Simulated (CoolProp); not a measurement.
CHF3 (R23) at several states: fugacity coefficient from the reference equation and from simpler models built on Tc = 26.1 °C, pc = 4.832 MPa, ω = 0.263; each cubic takes its own stable root.

The numbers come from the reference Helmholtz-energy equation of state, Penoncello 2003 in CoolProp.

| T (°C) | p (MPa) | phase | reference |
|---|---|---|---|
| 51.35 | 0.896 | gas | 0.9499 |
| -141.35 | 0.565 | liquid | 0.0009011 |
| -96.95 | 0.0185 | gas | 0.9894 |

**Question.** How far does each simpler model (Redlich-Kwong, Peng-Robinson) lie from the reference over these 3 states: mean and median of the absolute difference, and the worst?

**Answer.** 
- Redlich-Kwong: mean 71.4 %, median 0.5 %, worst +213.5 % at -141.35 °C and 0.565 MPa
- Peng-Robinson: mean 1.6 %, median 0.4 %, worst +4.1 % at -141.35 °C and 0.565 MPa
